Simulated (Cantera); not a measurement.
A closed system holds: 1 mol PbO, 0.18 mol O2, 8.2 mol H2, held at 0.000260 bar.

Method: chemical equilibrium by Gibbs-energy minimisation in Cantera with the NASA 1993 tables (ideal gas, pure condensed phases). Candidate condensed phases: H2O, Pb, PbO, PbO2, Pb3O4; 12 gas species. Kinetics and transport are ignored.

x: gas mole fraction; n: condensed amount in mol.

```json
[
 {"T (K)": "700", "x H2": "0.834", "x H2O": "0.166", "x Pb": "4.28e-6", "x H": "1.43e-12", "x PbO": "<1e-12", "x OH": "<1e-12", "x Pb2": "<1e-12", "n Pb(l)": "1.000"},
 {"T (K)": "800", "x H2": "0.834", "x H2O": "0.166", "x Pb": "0.000236", "x H": "1.64e-10", "x PbO": "3.38e-12", "x OH": "<1e-12", "x Pb2": "1.71e-11", "n Pb(l)": "0.998"},
 {"T (K)": "900", "x H2": "0.830", "x H2O": "0.165", "x Pb": "0.00526", "x H": "6.60e-9", "x PbO": "5.70e-10", "x OH": "1.23e-12", "x Pb2": "3.12e-9", "n Pb(l)": "0.957"},
 {"T (K)": "1000", "x H2": "0.782", "x H2O": "0.156", "x Pb": "0.0623", "x H": "1.24e-7", "x PbO": "3.43e-8", "x OH": "5.47e-11", "x Pb2": "1.96e-7", "n Pb(l)": "0.455"},
 {"T (K)": "1100", "x H2": "0.743", "x H2O": "0.148", "x Pb": "0.109", "x H": "1.38e-6", "x PbO": "2.28e-7", "x OH": "1.23e-9", "x Pb2": "3.09e-7", "n Pb(l)": "0"},
 {"T (K)": "1200", "x H2": "0.743", "x H2O": "0.148", "x Pb": "0.109", "x H": "___", "x PbO": "___", "x OH": "___", "x Pb2": "___", "n Pb(l)": "0"},
 {"T (K)": "1300", "x H2": "0.743", "x H2O": "0.148", "x Pb": "0.109", "x H": "___", "x PbO": "___", "x OH": "___", "x Pb2": "___", "n Pb(l)": "0"},
 {"T (K)": "1400", "x H2": "0.743", "x H2O": "0.148", "x Pb": "0.109", "x H": "0.000260", "x PbO": "4.07e-6", "x OH": "1.03e-6", "x Pb2": "7.44e-8", "n Pb(l)": "0"}
]
```

Fill in the missing entries.


- 1200, x H: 1.06e-5
- 1200, x PbO: 6.97e-7
- 1200, x OH: 1.68e-8
- 1200, x Pb2: 1.78e-7
- 1300, x H: 5.92e-5
- 1300, x PbO: 1.80e-6
- 1300, x OH: 1.54e-7
- 1300, x Pb2: 1.11e-7
